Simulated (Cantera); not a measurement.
## Ignition delay

Mixture: CH₄ : C₂H₆ : C₃H₈ : O₂ : N₂ : H₂ = 1 : 0.18 : 0.39 : 3.52 : 13.2 : 0.81 (molar parts), equivalence ratio 1.4, at 56000 Pa, adiabatic and at constant pressure. Ignition delay is the time to a rise of 400 K.

Cantera simulation using GRI-Mech 3.0 (53 species, 325 reactions); the numbers are that mechanism's predictions, not measurements. GRI-Mech 3.0 was tuned for natural gas; its chemistry of propane as a main component is partial and can be far from experiment.

```
T0 (K)  delay (ms)
------  ----------
1298         0.846
1373         0.381
1448         0.192
1523         0.108
1598        0.0661
1673        0.0439
1748        0.0310
```

| Quantity | Value |
|---|---|
| apparent activation energy between 1598 and 1748 K | 120 kJ/mol |
